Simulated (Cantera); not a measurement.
A Cantera script and its output.

```python
import numpy as np
import cantera as ct

gas = ct.Solution("gri30.yaml")


def delay(T, t_max=10):
    gas.TPX = T, 660000, {'H2': 1, 'O2': 0.294, 'N2': 1.11}
    reactor = ct.IdealGasReactor(gas, clone=False)
    net = ct.ReactorNet([reactor])
    net.rtol, net.atol = 1e-8, 1e-16
    while net.time < t_max:
        t_old, T_old = net.time, reactor.T
        net.step()
        if reactor.T > T + 400:  # ignition: a rise of 400 K
            return t_old + (T + 400 - T_old) / (reactor.T - T_old) * (net.time - t_old)
    return np.nan


taus = []
for T in [1150, 1250, 1350, 1450, 1550, 1650, 1750]:
    taus.append(delay(T))
    print(f"T0 = {T:6g} K   tau = {taus[-1]:.4e} s")
```

Output:

```
T0 =   1150 K   tau = 1.2823e-04 s
T0 =   1250 K   tau = 9.3335e-06 s
T0 =   1350 K   tau = 4.1958e-06 s
T0 =   1450 K   tau = 2.5847e-06 s
T0 =   1550 K   tau = 1.8073e-06 s
T0 =   1650 K   tau = 1.3626e-06 s
T0 =   1750 K   tau = 1.0857e-06 s
```

Detailed kinetics in Cantera: GRI-Mech 3.0 (53 species, 325 reactions). The hydrogen kinetics of GRI-Mech 3.0 are dated; newer H2 mechanisms differ, most at raised pressure.
